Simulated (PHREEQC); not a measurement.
PHREEQC input (ion-association model, wateq4f.dat):

```
SOLUTION_MASTER_SPECIES
  An  An-  0  An  62.0  # stands for a non-complexing anion
SOLUTION_SPECIES
  An- = An-
    -log_k 0
    -gamma 3.0 0
PHASES
  Fix_H+
    H+ = H+
    -log_k 0
SOLUTION 1
  temp 25
  units mmol/kgw
  pH 7 charge
  Na 1
  An 1
END
SELECTED_OUTPUT 1
  -reset false
  -pH true
  -pe true
  -ionic_strength true
  -water true
  -totals Na
  -molalities Hfo_wOH Hfo_wOH2+ Hfo_wO- Hfo_sOH Hfo_sOH2+ Hfo_sO-
USER_PUNCH 1
  -headings sigma psi
  10 PUNCH EDL("sigma", "Hfo"), EDL("psi", "Hfo")
PRINT
  -reset false
USE solution 1
SURFACE 1
  Hfo_wOH 0.000921348 600 0.41
  Hfo_sOH 2.30337e-05
EQUILIBRIUM_PHASES 1
  Fix_H+ -4 HAn 10
    -force_equality true
  O2(g) -0.68 10
END
# ... the last block is repeated for the other 16 points of pH, with NaOH or the acid as the point needs
```

Selected output (columns that matter, 17 of 17 rows; pH added in front):

```
pH	mu	Na	m_Hfo_wOH	m_Hfo_wOH2+	m_Hfo_wO-	m_Hfo_sOH	m_Hfo_sOH2+	m_Hfo_sO-	sigma	psi
4	0.0012591	0.001	0.00057241	0.0003259	2.3032e-05	1.431e-05	8.1476e-06	5.7579e-07	0.12177	0.20909
4.38	0.0011567	0.001	0.00062929	0.00025672	3.5338e-05	1.5732e-05	6.418e-06	8.8346e-07	0.089008	0.19518
4.75	0.0011007	0.001	0.00066408	0.00020891	4.8358e-05	1.6602e-05	5.2228e-06	1.209e-06	0.064552	0.17997
5.12	0.0010664	0.001	0.00068468	0.00017547	6.1203e-05	1.7117e-05	4.3867e-06	1.5301e-06	0.04594	0.16335
5.5	0.0010437	0.001	0.00069628	0.000152	7.3066e-05	1.7407e-05	3.8001e-06	1.8267e-06	0.031737	0.14499
5.88	0.0010287	0.001	0.00070218	0.00013631	8.2865e-05	1.7554e-05	3.4077e-06	2.0716e-06	0.021487	0.12552
6.25	0.001019	0.001	0.00070496	0.00012613	9.0264e-05	1.7624e-05	3.1532e-06	2.2566e-06	0.014419	0.10573
6.62	0.0010123	0.001	0.00070626	0.00011931	9.5771e-05	1.7657e-05	2.9829e-06	2.3943e-06	0.0094658	0.085319
7	0.0010076	0.001	0.00070687	0.0001146	9.9879e-05	1.7672e-05	2.8651e-06	2.497e-06	0.0059205	0.063897
7.38	0.0010044	0.001	0.00070713	0.00011135	0.00010288	1.7678e-05	2.7837e-06	2.5719e-06	0.0034055	0.042168
7.75	0.001002	0.001	0.00070723	0.00010898	0.00010514	1.7681e-05	2.7246e-06	2.6284e-06	0.0015474	0.020834
8.12	0.0010014	0.0010015	0.00070725	0.000107	0.0001071	1.7681e-05	2.6749e-06	2.6775e-06	-4.1841e-05	-0.00057907
8.5	0.0010054	0.0010076	0.00070722	0.00010497	0.00010916	1.7681e-05	2.6241e-06	2.729e-06	-0.0016869	-0.022567
8.88	0.0010125	0.0010172	0.00070711	0.00010258	0.00011166	1.7678e-05	2.5646e-06	2.7915e-06	-0.0036488	-0.044461
9.25	0.0010264	0.0010343	0.00070683	9.9537e-05	0.00011498	1.7671e-05	2.4884e-06	2.8746e-06	-0.0062105	-0.065585
9.62	0.0010559	0.0010685	0.00070617	9.5297e-05	0.00011988	1.7654e-05	2.3824e-06	2.997e-06	-0.0098836	-0.086378
10	0.0011238	0.0011437	0.00070457	8.9007e-05	0.00012777	1.7614e-05	2.2252e-06	3.1942e-06	-0.015584	-0.10716
```
